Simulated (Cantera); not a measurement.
A Cantera script and its output.

```python
import numpy as np
import cantera as ct

gas = ct.Solution("gri30.yaml")
gas.TPX = 575, 1000000, {'H2': 1, 'O2': 1.06, 'N2': 4, 'NO': 0.0061, 'CO2': 0.013}
inlet = ct.Reservoir(gas, clone=True)
gas.equilibrate("HP")  # start burning
reactor = ct.IdealGasConstPressureReactor(gas, energy="on", clone=False)
exhaust = ct.Reservoir(gas, clone=True)
tau = [0.037, 0.017, 0.008, 0.0037, 0.0017, 0.00082, 0.00038, 0.00018, 8.3e-05][0]
for a, b in ((inlet, reactor), (reactor, exhaust)):
    ct.MassFlowController(a, b, mdot=lambda t: reactor.mass / tau)
net = ct.ReactorNet([reactor])
show = ['H2', 'O2', 'NO', 'O', 'OH', 'N2O']

rows = []
print(f"{'tau/s':>10s}{'T/K':>9s}" + "".join(f"{s:>11s}" for s in show))
for tau in [0.037, 0.017, 0.008, 0.0037, 0.0017, 0.00082, 0.00038, 0.00018, 8.3e-05]:
    net.initial_time = 0.0
    net.advance(30 * tau)
    before = gas.X
    net.advance(40 * tau)
    drift = np.max(np.abs(gas.X - before) / (gas.X + 1e-9))
    rows.append([gas.T, *gas[show].X, drift])
    print(f"{tau:10.3e}{gas.T:9.1f}" + "".join(f"{x:11.3e}" for x in gas[show].X))
```

Result:

```
     tau/s      T/K         H2         O2         NO          O         OH        N2O
 3.700e-02   1809.6  4.107e-05  1.002e-01  1.095e-03  2.088e-05  5.630e-04  7.307e-07
 1.700e-02   1809.1  6.853e-05  1.002e-01  1.091e-03  2.798e-05  6.452e-04  9.471e-07
 8.000e-03   1808.2  1.144e-04  1.002e-01  1.088e-03  4.021e-05  7.638e-04  1.285e-06
 3.700e-03   1806.7  1.937e-04  1.002e-01  1.085e-03  6.173e-05  9.317e-04  1.775e-06
 1.700e-03   1804.6  3.284e-04  1.001e-01  1.083e-03  9.879e-05  1.157e-03  2.364e-06
 8.200e-04   1801.5  5.373e-04  1.001e-01  1.082e-03  1.568e-04  1.426e-03  2.857e-06
 3.800e-04   1796.6  9.010e-04  1.001e-01  1.081e-03  2.584e-04  1.783e-03  3.127e-06
 1.800e-04   1789.2  1.486e-03  1.002e-01  1.080e-03  4.210e-04  2.206e-03  3.070e-06
 8.300e-05   1777.1  2.495e-03  1.004e-01  1.080e-03  6.932e-04  2.726e-03  2.758e-06
```

Model: GRI-Mech 3.0 (53 species, 325 reactions), integrated in Cantera. The hydrogen kinetics of GRI-Mech 3.0 are dated; newer H2 mechanisms differ, most at raised pressure. The mechanism lacks 2 NO + O2 → 2 NO2 and HONO, so NO2 and the effect of NO are under-described below about 1400 K.
